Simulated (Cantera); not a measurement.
Feed: 1 mol AlCl₃, 4.7 mol N₂O, 1.6 mol H₂, at 2198 K and 13000 Pa.

These are equilibrium values from Cantera (NASA tables, ideal gas, pure condensed phases), not measurements of a reactor. Candidate condensed phases: Al, AlCl₃, AlN, Al₂O₃, H₂O, NH₄Cl; 45 gas species. Rates play no part.

Base state: N₂ 0.484, HCl 0.207, O₂ 0.129, Cl 0.103, H₂O 0.0591, NO 0.00771, OH 0.00559, O 0.00266 (mole fractions); condensed: Al₂O₃(s).

### Question
What changes in the equilibrium state with this change: N₂O from 4.7 to 2.4 mol?

### Answer
| species | before | after |
|---|---|---|
| N₂ | 0.484 | 0.392 |
| HCl | 0.207 | 0.372 |
| Cl | 0.103 | 0.118 |
| O₂ | 0.129 | 0.0329 |
| H₂O | 0.0591 | 0.0728 |
| AlCl₃ | 2.20e-5 | 9.30e-5 |
| H₂ | 0.000514 | 0.00125 |
| NO | 0.00771 | 0.00351 |
| Al₂O₃(s), mol | 0.500 | 0.499 |

### Question
What changes in the equilibrium state with this change: temperature from 2198 K to 1475 K?

### Answer
```json
[
 {"species": "N₂", "before": "0.484", "after": "0.504"},
 {"species": "HCl", "before": "0.207", "after": "0.282"},
 {"species": "O₂", "before": "0.129", "after": "0.156"},
 {"species": "Cl", "before": "0.103", "after": "0.0152"},
 {"species": "H₂O", "before": "0.0591", "after": "0.0307"},
 {"species": "Cl₂", "before": "0.000635", "after": "0.0124"},
 {"species": "AlCl₃", "before": "2.20e-5", "after": "2.73e-6"},
 {"species": "AlOCl", "before": "5.05e-5", "after": "<1e-9"},
 {"species": "H", "before": "0.000350", "after": "1.94e-8"},
 {"species": "H₂", "before": "0.000514", "after": "2.91e-7"},
 {"species": "O", "before": "0.00266", "after": "3.14e-6"},
 {"species": "Al₂O₃(s), mol", "before": "0.500", "after": "0.500"}
]
```

### Question
What changes in the equilibrium state with this change: AlCl₃ replaced by Al(CH₃)₃?

### Answer
| species | before | after |
|---|---|---|
| H₂ | 0.000514 | 0.422 |
| N₂ | 0.484 | 0.339 |
| CO | 0 | 0.215 |
| HCl | 0.207 | 0 |
| Cl | 0.103 | 0 |
| O₂ | 0.129 | 9.45e-9 |
| H | 0.000350 | 0.0100 |
| H₂O | 0.0591 | 0.0131 |
| AlOCl | 5.05e-5 | 0 |
| CO₂ | 0 | 0.00127 |
| Cl₂ | 0.000635 | 0 |
| ClO | 0.000175 | 0 |
| AlCl₃ | 2.20e-5 | 0 |
| Al₂O₃(s), mol | 0.500 | 0.500 |
The feed counts by its element totals alone. Further candidate phases: C, C₆H₆, C₇H₈, C₈H₁₈.
